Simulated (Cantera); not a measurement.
A perfectly stirred reactor is fed with NH₃ : N₂ = 1 : 0.11 (molar parts), at 1.80 bar; it is held at 1800 K, and followed from long to short residence time.

Cantera simulation using the gas-phase N/H chemistry of the illustrative SiF4/NH3 mechanism in the Surface Chemkin manual (1991); the numbers are that mechanism's predictions, not measurements. Walls and surfaces, which speed up NH3 decomposition in real reactors, are not modelled.

### Question
What does this change do: temperature 1800 to 2125 K?

### Answer
| quantity | before | after |
|---|---|---|
| x(NH₃) at τ = 0.790 s | 0.217 | 0.00894 |
| x(N₂) at τ = 0.790 s | 0.243 | 0.287 |
| x(N) at τ = 0.790 s | 6.39e-8 | 1.07e-6 |
| x(N₂H₄) at τ = 0.790 s | 8.82e-8 | 1.73e-9 |
| x(N₂H₂) at τ = 0.790 s | 2.25e-7 | 2.85e-8 |
| x(NH₃) at τ = 34.0 ms | 0.744 | 0.107 |
| x(N₂) at τ = 34.0 ms | 0.132 | 0.266 |
| x(N) at τ = 34.0 ms | 5.67e-8 | 1.82e-6 |
| x(N₂H₄) at τ = 34.0 ms | 5.84e-7 | 7.02e-8 |
| x(N₂H₂) at τ = 34.0 ms | 1.74e-6 | 7.39e-7 |

### Question
What does this change do: temperature 1800 to 1398 K?

### Answer
```csv
quantity,before,after
x(NH₃) at τ = 0.790 s,0.217,0.895
x(N₂) at τ = 0.790 s,0.243,0.100
x(N) at τ = 0.790 s,6.39e-8,3.84e-11
x(N₂H₄) at τ = 0.790 s,8.82e-8,2.30e-7
x(N₂H₂) at τ = 0.790 s,2.25e-7,1.44e-7
x(NH₃) at τ = 34.0 ms,0.744,0.901
x(N₂) at τ = 34.0 ms,0.132,0.0992
x(N) at τ = 34.0 ms,5.67e-8,2.24e-12
x(N₂H₄) at τ = 34.0 ms,5.84e-7,2.09e-7
x(N₂H₂) at τ = 34.0 ms,1.74e-6,1.31e-7
```
